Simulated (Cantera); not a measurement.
An adiabatic, constant-volume homogeneous reactor starts with CO : H₂ : O₂ : N₂ : H₂O = 1 : 0.42 : 1.01 : 3.81 : 0.14 (molar parts), equivalence ratio 0.70, at 1500 K and 500000 Pa. Integrator tolerance rtol = 1e-08.

Model: GRI-Mech 3.0 (53 species, 325 reactions), integrated in Cantera. The hydrogen kinetics of GRI-Mech 3.0 are dated; newer H2 mechanisms differ, most at raised pressure.

Task: What does this change do: constant pressure in place of constant volume?

Result: 
```tsv
quantity	before	after
time of steepest temperature rise	4.55 µs	4.57 µs
temperature at 1.00 s	2899 K	2750 K
equilibrium temperature	2899 K	2750 K
x(CO) at 1.00 s	0.0414 (gas-phase equilibrium 0.0414)	0.0324 (gas-phase equilibrium 0.0324)
x(H₂) at 1.00 s	0.00369 (gas-phase equilibrium 0.00369)	0.00292 (gas-phase equilibrium 0.00292)
x(O₂) at 1.00 s	0.0572 (gas-phase equilibrium 0.0572)	0.0560 (gas-phase equilibrium 0.0560)
x(NO₂) at 1.00 s	1.92e-5 (gas-phase equilibrium 1.92e-5)	1.30e-5 (gas-phase equilibrium 1.30e-5)
x(H) at 1.00 s	0.00235 (gas-phase equilibrium 0.00235)	0.00166 (gas-phase equilibrium 0.00166)
x(H₂O₂) at 1.00 s	8.72e-7 (gas-phase equilibrium 8.72e-7)	5.23e-7 (gas-phase equilibrium 5.23e-7)
x(NO) at 1.00 s	0.0199 (gas-phase equilibrium 0.0199)	0.0161 (gas-phase equilibrium 0.0161)
```

Task: What does this change do: H2 0.42 to 0.55 parts?

Result: 
```csv
quantity,before,after
time of steepest temperature rise,4.55 µs,4.11 µs
temperature at 1.00 s,2899 K,2938 K
equilibrium temperature,2899 K,2938 K
x(CO) at 1.00 s,0.0414 (gas-phase equilibrium 0.0414),0.0478 (gas-phase equilibrium 0.0478)
x(H₂) at 1.00 s,0.00369 (gas-phase equilibrium 0.00369),0.00545 (gas-phase equilibrium 0.00545)
x(O₂) at 1.00 s,0.0572 (gas-phase equilibrium 0.0572),0.0492 (gas-phase equilibrium 0.0492)
x(NO₂) at 1.00 s,1.92e-5 (gas-phase equilibrium 1.92e-5),1.68e-5 (gas-phase equilibrium 1.68e-5)
x(H) at 1.00 s,0.00235 (gas-phase equilibrium 0.00235),0.00323 (gas-phase equilibrium 0.00323)
x(H₂O₂) at 1.00 s,8.72e-7 (gas-phase equilibrium 8.72e-7),1.04e-6 (gas-phase equilibrium 1.04e-6)
x(NO) at 1.00 s,0.0199 (gas-phase equilibrium 0.0199),0.0192 (gas-phase equilibrium 0.0192)
```
